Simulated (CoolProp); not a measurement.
Model: reference Helmholtz-energy equation of state, Beckmüller 2019, in CoolProp.

Question: For n-octane, give the phase and the cp (kJ/(kg K)) at 434.3 K and 0.0359 MPa; 434.3 K and 0.0871 MPa.

Answer: 
- 434.3 K and 0.0359 MPa: gas; cp 2.26
- 434.3 K and 0.0871 MPa: gas; cp 2.27
